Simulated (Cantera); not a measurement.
## Stirred combustor or abatement burner

A perfectly stirred reactor is fed with 15.1 % H₂, 7.76 % O₂, 76.9 % N₂, 0.301 % NO, at 2.40 bar; it is adiabatic with a 750 K inlet, and is followed from long to short residence time, starting on the burning branch (τ in s: 0.11, 0.041, 0.015, 0.0057, 0.0021, 0.0008, 0.0003, 0.00011, 4.1e-05).

Detailed kinetics in Cantera: GRI-Mech 3.0 (53 species, 325 reactions). The hydrogen kinetics of GRI-Mech 3.0 are dated; newer H2 mechanisms differ, most at raised pressure. The mechanism lacks 2 NO + O2 → 2 NO2 and HONO, so NO2 and the effect of NO are under-described below about 1400 K.

| τ (s) | T (K) | x H₂ | x O₂ | x NO | x H₂O₂ | x NO₂ | x HO₂ | x H₂O |
|---|---|---|---|---|---|---|---|---|
| 0.11 | 1862 | 0.00112 | 0.00302 | 0.00280 | 5.78e-8 | 1.15e-6 | 5.03e-7 | 0.161 |
| 0.041 | 1855 | 0.00183 | 0.00332 | 0.00281 | 8.93e-8 | 1.03e-6 | 8.96e-7 | 0.160 |
| 0.015 | 1844 | 0.00296 | 0.00380 | 0.00283 | 1.38e-7 | 8.96e-7 | 1.58e-6 | 0.159 |
| 0.0057 | 1827 | 0.00456 | 0.00450 | 0.00289 | 2.08e-7 | 7.95e-7 | 2.61e-6 | 0.157 |
| 0.0021 | 1801 | 0.00684 | 0.00555 | 0.00298 | 3.18e-7 | 7.20e-7 | 4.18e-6 | 0.153 |
| 0.00080 | 1762 | 0.00972 | 0.00698 | 0.00306 | 4.91e-7 | 6.74e-7 | 6.34e-6 | 0.149 |
| 0.00030 | 1705 | 0.0134 | 0.00900 | 0.00312 | 7.97e-7 | 6.48e-7 | 9.47e-6 | 0.143 |
| 0.00011 | 1623 | 0.0180 | 0.0119 | 0.00315 | 1.39e-6 | 6.42e-7 | 1.43e-5 | 0.135 |
| 4.1e-5 | 1512 | 0.0251 | 0.0165 | 0.00315 | 2.47e-6 | 6.60e-7 | 2.27e-5 | 0.124 |
x: mole fraction; the columns are a selection and need not sum to one.
